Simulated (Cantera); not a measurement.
Cantera run:

```python
import numpy as np
import cantera as ct

gas_names = """
    CL CL2 H HCL H2 Si SiCL SiCL2 SiCL3 SiCL4 SiH SiHCL3 SiH2 SiH2CL2 SiH3 SiH3CL SiH4 Si2 Si3
""".split()
cond_names = """
    Si(cr) Si(L)
""".split()


# ... load() reads the species with a 1 bar reference pressure and builds the phases ...
atoms = {
    'Si': {'Si': 1},
    'Cl2': {'CL': 2},
    'H2': {'H': 2},
}
top_T = {}  # K; cautious upper limits of use, not melting points


# ... equilibrate(T, P, feed) seeds the gas with the atoms and calls Mixture.equilibrate('TP', solver="vcs", rtol=1e-11, max_steps=5000) ...
results = []
feed = {'Si': 1, 'Cl2': 0.61, 'H2': 0.26}  # mol
T = 1000  # K
P = 28000  # Pa
mix = equilibrate(T, P, feed)
results.append((T, P, feed, dict(zip(mix.species_names, mix.species_moles))))
print(gas.report(threshold=0.001))
for i in range(1, mix.n_phases):
    print(f"{mix.phase(i).name:16s} {mix.phase_moles(i):12.5e} mol")
```

Output:

```
       temperature   1000 K
          pressure   28000 Pa
           density   0.31928 kg/m^3
  mean mol. weight   94.807 kg/kmol
   phase of matter   gas

                          1 kg             1 kmol
                     ---------------   ---------------
          enthalpy       -3.3031e+06       -3.1316e+08  J
   internal energy       -3.3908e+06       -3.2148e+08  J
           entropy            3652.8        3.4632e+05  J/K
    Gibbs function        -6.956e+06       -6.5948e+08  J
 heat capacity c_p            766.62             72681  J/K
 heat capacity c_v            678.92             64367  J/K

                      mass frac. Y      mole frac. X     chem. pot. / RT
                     ---------------   ---------------   ---------------
               HCL         0.0060777          0.015805             -40.8
                H2         0.0088156           0.41458           -19.659
             SiCL2         0.0010691          0.001024           -65.605
             SiCL3          0.006352         0.0044796           -96.576
             SiCL4           0.85048           0.47463           -127.55
            SiHCL3           0.12533          0.087732           -106.41
           SiH2CL2         0.0018635         0.0017492           -85.264
     [  +12 minor]         6.258e-06         8.927e-06

Si(cr)            6.83617e-01 mol
```

Cantera equilibrium calculation (NASA polynomials, part measured and part estimated; ideal gas, pure solids and liquids). The tables' values for SiCl3 are old estimates; treat these amounts as uncertain.
